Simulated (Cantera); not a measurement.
An adiabatic, constant-volume homogeneous reactor starts with CH₄ : C₂H₆ : O₂ : N₂ : CO₂ = 1 : 0.03 : 4.13 : 15.5 : 1.8 (molar parts), equivalence ratio 0.51, at 1675 K and 1.01 bar. Integrator tolerance rtol = 1e-08.

Cantera simulation using GRI-Mech 3.0 (53 species, 325 reactions); the numbers are that mechanism's predictions, not measurements.

### Question
What does this change do: constant pressure in place of constant volume?

### Answer
```csv
quantity,before,after
time of steepest temperature rise,0.116 ms,0.122 ms
temperature at 0.200 s,2556 K,2436 K
equilibrium temperature,2556 K,2436 K
x(CH₄) at 0.200 s,<1e-12 (gas-phase equilibrium <1e-12),<1e-12 (gas-phase equilibrium <1e-12)
x(C₂H₆) at 0.200 s,<1e-12 (gas-phase equilibrium <1e-12),<1e-12 (gas-phase equilibrium <1e-12)
x(O₂) at 0.200 s,0.0850 (gas-phase equilibrium 0.0850),0.0854 (gas-phase equilibrium 0.0854)
x(HCN) at 0.200 s,3.65e-11 (gas-phase equilibrium 3.65e-11),9.56e-12 (gas-phase equilibrium 9.56e-12)
x(NO) at 0.200 s,0.0149 (gas-phase equilibrium 0.0149),0.0122 (gas-phase equilibrium 0.0122)
```

### Question
What does this change do: pressure from 1.01 bar to 0.700 bar?

### Answer
```json
[
 {"quantity": "time of steepest temperature rise", "before": "0.116 ms", "after": "0.154 ms"},
 {"quantity": "temperature at 0.200 s", "before": "2556 K", "after": "2538 K"},
 {"quantity": "equilibrium temperature", "before": "2556 K", "after": "2538 K"},
 {"quantity": "x(CH₄) at 0.200 s", "before": "<1e-12 (gas-phase equilibrium <1e-12)", "after": "<1e-12 (gas-phase equilibrium <1e-12)"},
 {"quantity": "x(C₂H₆) at 0.200 s", "before": "<1e-12 (gas-phase equilibrium <1e-12)", "after": "<1e-12 (gas-phase equilibrium <1e-12)"},
 {"quantity": "x(O₂) at 0.200 s", "before": "0.0850 (gas-phase equilibrium 0.0850)", "after": "0.0855 (gas-phase equilibrium 0.0855)"},
 {"quantity": "x(HCN) at 0.200 s", "before": "3.65e-11 (gas-phase equilibrium 3.65e-11)", "after": "3.14e-11 (gas-phase equilibrium 3.14e-11)"},
 {"quantity": "x(NO) at 0.200 s", "before": "0.0149 (gas-phase equilibrium 0.0149)", "after": "0.0145 (gas-phase equilibrium 0.0145)"}
]
```
